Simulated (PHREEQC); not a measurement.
**Alkaline etch or developer**

Make-up at 26 °C: 6.6 mmol/kgw NH3 and 0.0057 mmol/kgw H4SiO4. Closed to the air; pH follows from the charge balance.

Equilibrium calculation in PHREEQC: ion-association model, phreeqc.dat.

No solid was allowed to form.

### Question
Estimate the pH.

### Answer
pH 10.48.

### Question
In which forms is Si present?

### Answer
H3SiO4- 82 %, H4SiO4 17 % of the Si.

Species that the database lacks are ignored.
